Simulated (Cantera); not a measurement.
Source: NASA polynomial tables (part measured, part estimated), evaluated in Cantera. Values are per mole of reaction as written; species without (g) are pure solids or liquids, kept so even where they would boil at 1 bar.

3 O(g) → O₃(g)

| T (K) | ΔH° (kJ) | ΔS° (J/K) | ΔG° (kJ) | log10 K |
|---|---|---|---|---|
| 300 | [?] | [?] | [?] | [?] |
| 1748 | -618.6 | -265.6 | -154.4 | 4.62 |
| 1798 | [?] | [?] | [?] | [?] |
| 1848 | [?] | [?] | [?] | [?] |
| 1898 | -618.3 | -265.4 | -114.6 | 3.15 |
| 1948 | -618.1 | -265.3 | -101.4 | 2.72 |
| 1998 | [?] | [?] | [?] | [?] |

### Question
Fill in the missing entries.

### Answer

- 300, ΔH° (kJ): -605.8
- 300, ΔS° (J/K): -244.3
- 300, ΔG° (kJ): -532.5
- 300, log10 K: 92.71
- 1798, ΔH° (kJ): -618.6
- 1798, ΔS° (J/K): -265.5
- 1798, ΔG° (kJ): -141.2
- 1798, log10 K: 4.10
- 1848, ΔH° (kJ): -618.5
- 1848, ΔS° (J/K): -265.5
- 1848, ΔG° (kJ): -127.9
- 1848, log10 K: 3.61
- 1998, ΔH° (kJ): -617.8
- 1998, ΔS° (J/K): -265.1
- 1998, ΔG° (kJ): -88.1
- 1998, log10 K: 2.30
